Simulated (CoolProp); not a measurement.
Vapour-liquid equilibrium of dimethyl ether (1) + methanol (2) at 273.2 K; x and y are mole fractions of (1).

The numbers come from the multi-fluid Helmholtz-energy mixture model, Wu 2011 and de Reuck 1993; pair parameters Bell 2016 in CoolProp.

Q: Give the bubble pressure and the first vapour's composition at x = 0.2, 0.275, 0.575. Is there an azeotrope?

A: x = 0.2: 0.1050 MPa, y = 0.965; x = 0.275: 0.1302 MPa, y = 0.973; x = 0.575: 0.1909 MPa, y = 0.984. No azeotrope shows between x = 0.05 and 0.95.

The pair parameters rest on a limited set of measurements; away from them the model extrapolates. With so large a gap from Raoult's law the liquid may split in two, which this calculation doesn't test in full.
